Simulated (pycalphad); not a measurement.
# Freezing of Al-Si-Fe alloys with rising Fe

CALPHAD calculation (pycalphad, COST 507 light-alloy database (1999)), 1 atm. The data set is of 1999 and partly superseded. Phase fractions are per mole of atoms.

Scheil-Gulliver runs (no diffusion in the solid, steps of 4 K) beside full equilibrium.

```json
[
 {"alloy": "Al-20.02Si-1.163Fe (wt.%)", "liquidus (°C)": "688", "Scheil, half solid (°C)": "at the invariant end", "Scheil, 80 % solid (°C)": "at the invariant end", "Scheil, invariant end (°C)": "576", "liquid left at that end": "0.90", "equilibrium solidus (°C)": "576"},
 {"alloy": "Al-19.89Si-2.333Fe (wt.%)", "liquidus (°C)": "684", "Scheil, half solid (°C)": "at the invariant end", "Scheil, 80 % solid (°C)": "at the invariant end", "Scheil, invariant end (°C)": "576", "liquid left at that end": "0.86", "equilibrium solidus (°C)": "576"},
 {"alloy": "Al-19.77Si-3.488Fe (wt.%)", "liquidus (°C)": "699", "Scheil, half solid (°C)": "at the invariant end", "Scheil, 80 % solid (°C)": "at the invariant end", "Scheil, invariant end (°C)": "576", "liquid left at that end": "0.83", "equilibrium solidus (°C)": "576"},
 {"alloy": "Al-19.66Si-4.61Fe (wt.%)", "liquidus (°C)": "720", "Scheil, half solid (°C)": "at the invariant end", "Scheil, 80 % solid (°C)": "at the invariant end", "Scheil, invariant end (°C)": "576", "liquid left at that end": "0.80", "equilibrium solidus (°C)": "576"},
 {"alloy": "Al-18.35Si-17.21Fe (wt.%)", "liquidus (°C)": "853", "Scheil, half solid (°C)": "630", "Scheil, 80 % solid (°C)": "at the invariant end", "Scheil, invariant end (°C)": "576", "liquid left at that end": "0.47", "equilibrium solidus (°C)": "576"}
]
```
